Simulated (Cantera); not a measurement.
# Ignition delay

Mixture: CH4 : CO : O2 : N2 = 1 : 0.082 : 2.52 : 6.8 (molar parts), at 10.0 bar, adiabatic and at constant volume. Ignition delay is the time to a rise of 400 K.

Detailed kinetics in Cantera: GRI-Mech 3.0 (53 species, 325 reactions).

```
T0 (K)  delay (ms)
------  ----------
1273          1.38
1373         0.445
1473         0.161
1573        0.0644
1673        0.0285
1773        0.0138
1873       0.00730
1973       0.00417
```

```json
{
 "apparent activation energy between 1773 and 1973 K": "170 kJ/mol"
}
```
